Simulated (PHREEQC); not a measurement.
**Copper plating or etch bath**

Solution (25 °C): 32 mmol/kgw Cu(NO3)2 and 0.063 mmol/kgw Na2SO4. Closed to the air; pH follows from the charge balance.

Model: ion-association model, phreeqc.dat, run in PHREEQC.

```yaml
pH: 4.48
ionic_strength: 0.0960 mol/kgw
specific_conductance: 6290 µS/cm
density: 1.002 g/cm³
```

```csv
species,molality,activity,log γ
NO3-,0.0640,0.0484,-0.121
Cu+2,0.0319,0.0129,-0.392
Na+,0.000126,9.92e-5,-0.104
H+,4.03e-5,3.33e-5,-0.082
SO4-2,3.19e-5,1.20e-5,-0.423
CuSO4,3.11e-5,3.18e-5,0.010
Cu2(OH)2+2,1.74e-5,6.57e-6,-0.424
CuOH+,5.02e-6,3.87e-6,-0.112
Cu(OH)2,2.37e-7,2.43e-7,0.010
HSO4-,4.98e-8,3.90e-8,-0.106
NaSO4-,7.57e-9,5.98e-9,-0.102
```

Precipitation was switched off in this run.
